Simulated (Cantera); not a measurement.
A Cantera script and what it prints.

```python
import numpy as np
import cantera as ct

gas_names = """
    N2 O3 H2O H NO
""".split()
cond_names = """
    ZrO2(a) ZrO2(b) ZrO2(L) ZrN(s) ZrN(L) Zr(a) Zr(b) Zr(L)
""".split()


# ... load() reads the species with a 1 bar reference pressure and builds the phases ...
species = {s.name: s for s in load("nasa_gas.yaml", gas_names) + load("nasa_condensed.yaml", cond_names)}
# Each term lists the table entries of one substance; the one whose range holds T is used.
reactions = {
    '3 N2(g) + 6 ZrO2 = 4 O3(g) + 6 ZrN':
        [(-3, ['N2']), (-6, ['ZrO2(a)', 'ZrO2(b)', 'ZrO2(L)']), (4, ['O3']), (6, ['ZrN(s)', 'ZrN(L)'])],
    'ZrN + H2O(g) = Zr + 2 H(g) + NO(g)':
        [(-1, ['ZrN(s)', 'ZrN(L)']), (-1, ['H2O']), (1, ['Zr(a)', 'Zr(b)', 'Zr(L)']), (2, ['H']), (1, ['NO'])],
}


def pick(names, T):
    return next(species[n] for n in names if species[n].thermo.min_temp <= T <= species[n].thermo.max_temp)


results = []
for label, terms in reactions.items():
    print(label)
    print("     T/K   dH/kJ  dS/(J/K)   dG/kJ   log10 K")
    for T in [1575, 1675, 1775, 1875, 1975, 2075, 2175, 2275, 2375, 2475]:
        used = [(nu, pick(names, T)) for nu, names in terms]
        dH = sum(nu * s.thermo.h(T) for nu, s in used) / 1e6
        dS = sum(nu * s.thermo.s(T) for nu, s in used) / 1e3
        dG = dH - T * dS / 1e3
        logK = -dG * 1e6 / (ct.gas_constant * T * np.log(10))
        results.append((label, T, dH, dS, dG, logK, [s.name for _, s in used]))
        print(f"{T:8g} {dH:8.1f} {dS:8.1f} {dG:8.1f} {logK:8.2f}")
```

Result:

```
3 N2(g) + 6 ZrO2 = 4 O3(g) + 6 ZrN
     T/K   dH/kJ  dS/(J/K)   dG/kJ   log10 K
    1575   4906.7    259.1   4498.7  -149.20
    1675   4910.4    261.3   4472.7  -139.48
    1775   4915.1    264.0   4446.4  -130.85
    1875   4921.1    267.3   4419.9  -123.13
    1975   4928.3    271.1   4393.0  -116.18
    2075   4936.8    275.3   4365.7  -109.90
    2175   4946.7    279.9   4337.9  -104.18
    2275   4957.8    284.9   4309.7   -98.95
    2375   4970.3    290.3   4280.9   -94.15
    2475   4984.2    296.0   4251.6   -89.73
ZrN + H2O(g) = Zr + 2 H(g) + NO(g)
     T/K   dH/kJ  dS/(J/K)   dG/kJ   log10 K
    1575   1153.0    277.8    715.4   -23.73
    1675   1153.2    278.0    687.6   -21.44
    1775   1153.4    278.1    659.8   -19.42
    1875   1153.5    278.1    632.0   -17.61
    1975   1153.6    278.2    604.2   -15.98
    2075   1153.6    278.2    576.3   -14.51
    2175   1174.9    288.2    548.0   -13.16
    2275   1175.4    288.5    519.2   -11.92
    2375   1175.8    288.6    490.3   -10.78
    2475   1176.1    288.7    461.5    -9.74
```

Standard-state values (1 bar) from the NASA 1993 polynomials, evaluated with Cantera. ZrN: taken at fixed stoichiometry. Condensed species are held in their standard states even where they would react or evaporate.
